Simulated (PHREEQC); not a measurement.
Na2CO3 is added in steps, without added water, to 1 kg of water holding 10 mmol/kgw ZnCl2 and 4.7 mmol/kgw KCl, at 25 °C. O2 is buffered at 0.21 atm. No CO2 enters from the air. The run lets Zincite(c), ZnCO3:H2O, Zn5(OH)8Cl2, Halite, Nahcolite, Natron precipitate or redissolve, and no other solid.

Base run: PHREEQC, ion-association model, wateq4f.dat. Each further column changes one thing. The table gives pH.

| Na2CO3 added (mol) | base | ZnCl2 left out | diluted 2-fold with water | no solid may form |
|---|---|---|---|---|
| 0 | 5.53 | 7.00 | 5.68 | 5.53 |
| 0.00925 | 7.24 | 10.95 | 8.88 | 8.28 |
| 0.0185 | 9.10 | 11.06 | 9.92 | 9.08 |
| 0.02775 | 9.53 | 11.12 | 10.17 | [?] |
| 0.037 | 9.82 | 11.15 | 10.30 | 10.62 |
| 0.04625 | 9.97 | 11.18 | [?] | 10.75 |
| 0.0555 | 10.07 | 11.20 | 10.46 | 10.84 |
| 0.06475 | 10.14 | [?] | 10.51 | 10.89 |
| 0.074 | 10.20 | 11.23 | 10.55 | 10.94 |

Question: Complete the blanks.

Answer: 
- 0.02775, no solid may form: 10.35
- 0.04625, diluted 2-fold with water: 10.39
- 0.06475, ZnCl2 left out: 11.22

The database's zinc carbonate complexes are estimates, stronger than later reviews accept.  In at least one series the solution becomes supersaturated in solids that the run did not let form, among them Zincite(c), ZnCO3:H2O, Zn5(OH)8Cl2. Solids allowed in the column 'ZnCl2 left out': Halite, Nahcolite, Natron.
